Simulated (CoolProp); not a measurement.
Vapour-liquid equilibrium of ethanol (1) + ethylbenzene (2) at 105 kPa; x and y are mole fractions of (1).

Values from CoolProp's multi-fluid Helmholtz-energy mixture model, Schroeder 2014 and Zhou 2012; pair parameters Bell 2016.

```tsv
x	bubble temperature (K)	y at the bubble point	dew temperature at overall composition x (K)	liquid density (mol/L)
0.05	383.9	0.547	408.7	7.568
0.2	361.7	0.804	402.5	8.402
0.35	357.1	0.844	395.4	9.226
0.5	355.7	0.858	387.0	10.21
0.65	354.8	0.871	376.4	11.44
0.8	353.8	0.897	362.2	13.04
0.95	352.7	0.962	352.8	15.13
```

No azeotrope shows between x = 0.05 and 0.95.

Pair parameters are fitted to limited data, so mixtures are less certain than the pure fluids. With so large a gap from Raoult's law the liquid may split in two, which this calculation doesn't test in full.
